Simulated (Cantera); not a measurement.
Standard-state values (1 bar) from the NASA 1993 polynomials, evaluated with Cantera. Values are per mole of reaction as written; species without (g) are pure solids or liquids, kept so even where they would boil at 1 bar.

Cu(OH)2 ⇌ 2 OH(g) + Cu

| T (K) | ΔH° (kJ) | ΔS° (J/K) | ΔG° (kJ) | log10 K |
|---|---|---|---|---|
| 650 | 522.8 | 279.1 | 341.4 | -27.44 |
| 700 | 521.6 | 277.2 | 327.5 | -24.44 |
| 750 | 520.2 | 275.4 | 313.7 | -21.85 |
| 800 | ___ | ___ | ___ | ___ |
| 850 | 517.4 | 271.9 | 286.3 | -17.59 |
| 900 | 516.0 | 270.2 | 272.8 | -15.83 |
| 950 | 514.5 | 268.6 | 259.3 | -14.26 |
| 1000 | 513.0 | 267.1 | 245.9 | -12.84 |
| 1050 | ___ | ___ | ___ | ___ |
| 1100 | 510.1 | 264.3 | 219.3 | -10.42 |
| 1150 | 508.6 | 263.0 | 206.2 | -9.36 |

What belongs in the gaps?


- 800, ΔH° (kJ): 518.9
- 800, ΔS° (J/K): 273.6
- 800, ΔG° (kJ): 300.0
- 800, log10 K: -19.59
- 1050, ΔH° (kJ): 511.5
- 1050, ΔS° (J/K): 265.6
- 1050, ΔG° (kJ): 232.6
- 1050, log10 K: -11.57
